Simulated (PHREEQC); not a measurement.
A solution holds 0.003 mol CdCl2, 0.00288 mol NaCl and 4.5e-05 mol MnSO4 per kg of water, at 25 °C. Closed to the air; pH follows from the charge balance.

Computed with PHREEQC (ion-association model, wateq4f.dat).

Problem. The ionic strength comes out as 0.00998 mol/kgw. What activity coefficients do Cd+2, Na+, Mn+2, SO4-2, Cl- get?

Solution. Cd+2 0.66, Na+ 0.90, Mn+2 0.68, SO4-2 0.67, Cl- 0.90.

Precipitation was switched off in this run.
